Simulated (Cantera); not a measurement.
A closed system holds: 1 mol Na₂CO₃, 0.043 mol H₂, equilibrated at 1973.15 K and 563 Torr.

Cantera equilibrium calculation (NASA polynomials, part measured and part estimated; ideal gas, pure solids and liquids). Equilibrium is a limit: real reactors are often held back by kinetics, nucleation or transport.

| species | before | after |
|---|---|---|
| Na | 0.349 | 0.350 |
| NaOH | 0.294 | 0.218 |
| CO₂ | 0.319 | 0.217 |
| H₂O | 0.0231 | 0.135 |
| H₂ | 9.67e-5 | 0.0112 |
| CO | 0.00598 | 0.0684 |
| O₂ | 0.00419 | 5.65e-7 |
| O | 4.06e-5 | 1.06e-7 |
| NaO | 0.00318 | 4.27e-5 |
| Na₂O | 0.000656 | 3.37e-5 |
| OH | 0.000348 | 3.49e-5 |
| NaH | 2.16e-5 | 0.000211 |
| Na₂CO₃(l), mol | 0.918 | 0.952 |
Gas species are given as mole fractions.

**Question.** Name the change that produced these shifts.
(A) temperature from 1973.15 K to 750 K
(B) temperature from 1973.15 K to 1000 K
(C) temperature from 1973.15 K to 1800 K
(D) temperature from 1973.15 K to 1098 K

**Answer.** C, temperature from 1973.15 K to 1800 K
